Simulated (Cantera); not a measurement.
A closed system holds: 1 mol Fe, 0.0011 mol O2, 0.79 mol CO, held at 675 °C and 75.0 Torr.

These are equilibrium values from Cantera (NASA tables, ideal gas, pure condensed phases), not measurements of a reactor. Candidate condensed phases: C, Fe, Fe(CO)5, FeO, Fe2O3, Fe3O4; 15 gas species. Condensed phases not in the tables: cementite and carbon dissolved in iron. Equilibrium is a limit: real reactors are often held back by kinetics, nucleation or transport.

Base state: CO 0.868, CO2 0.132 (mole fractions); condensed: C(graphite) + Fe(α).

Q: What changes in the equilibrium state with this change: temperature from 675 °C to 1202 °C?

A: 
| species | before | after |
|---|---|---|
| CO | 0.868 | 0.997 |
| CO2 | 0.132 | 0.00278 |
| C(graphite), mol | 0.0902 | 0 |
| Fe(α), mol | 1.00 | 0 |
| Fe(γ), mol | 0 | 1.000 |
